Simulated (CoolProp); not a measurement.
Vapour-liquid equilibrium of n-butane (1) + R245fa (2) at 367.7 K; x and y are mole fractions of (1).

Model: multi-fluid Helmholtz-energy mixture model, Bücker 2006 and Akasaka 2015; pair parameters Bell 2016, in CoolProp.

### Question
Give the bubble pressure and the first vapour's composition at x = 0.2, 0.35, 0.95. Is there an azeotrope?

### Answer
x = 0.2: 1.523 MPa, y = 0.336; x = 0.35: 1.672 MPa, y = 0.455; x = 0.95: 1.485 MPa, y = 0.901. y crosses x between x = 0.5 and 0.65: the model has an azeotrope there.

Pair parameters are fitted to limited data, so mixtures are less certain than the pure fluids.
